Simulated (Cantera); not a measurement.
# Thermodynamics of silicon nitride deposition, feed SiH4 + NH3 + N2

A closed system holds: 1 mol SiH4, a varied amount of NH3, 2.6 mol N2, held at 13300 Pa.

Method: chemical equilibrium by Gibbs-energy minimisation in Cantera with the NASA 1993 tables (ideal gas, pure condensed phases). Candidate condensed phases: Si, Si3N4; 18 gas species. Mutual solubility and eutectic melting of coexisting phases are not modelled. Rates play no part.

Stable condensed phases:

```
T in °C \ n(NH3) in mol
         0.37 0.61    1  1.7  2.8  4.6  7.6   13
   1827     A    A    A    A    A    A    A    A
   1727     A    A    A    A    A    A    A    A
   1627     B    B    B    B    B    B    C    A
   1527     B    B    B    B    B    B    B    B
   1427     B    B    B    B    B    B    B    B
   1327     B    B    B    B    B    B    B    B
   1227     B    B    B    B    B    B    B    B
   1127     B    B    B    B    B    B    B    B
   1027     B    B    B    B    B    B    B    B
    927     B    B    B    B    B    B    B    B
    827     B    B    B    B    B    B    B    B
    727     B    B    B    B    B    B    B    B
```

A: Si; B: Si3N4; C: Si + Si3N4.
